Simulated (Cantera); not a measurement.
Feed: 1 mol TiCl₄, 0.48 mol C₃H₈, equilibrated at 0.000400 bar.

Method: chemical equilibrium by Gibbs-energy minimisation in Cantera with the NASA 1993 tables (ideal gas, pure condensed phases). Candidate condensed phases: C, C₆H₆, C₇H₈, C₈H₁₈, Ti, TiC, TiCl₂, TiCl₃, TiCl₄; 96 gas species. TiC: taken at fixed stoichiometry. The numbers say what is thermodynamically allowed, not how fast it happens.

Q: What share of the Ti ends up in condensed phases as a function of T (K), at 1048, 1123, 1198, 1273, 1348, 1423, 1498, 1573, 1648, 1723, 1798, 1873, 1948?

A: 
```
T (K)  Ti condensed (%)      as
-----  ----------------  ------
1048               35.1  TiC(s)
1123               43.2  TiC(s)
1198               49.9  TiC(s)
1273               55.3  TiC(s)
1348               59.5  TiC(s)
1423               63.0  TiC(s)
1498               65.9  TiC(s)
1573               68.4  TiC(s)
1648               70.6  TiC(s)
1723               72.7  TiC(s)
1798               75.1  TiC(s)
1873               77.9  TiC(s)
1948               81.4  TiC(s)
```
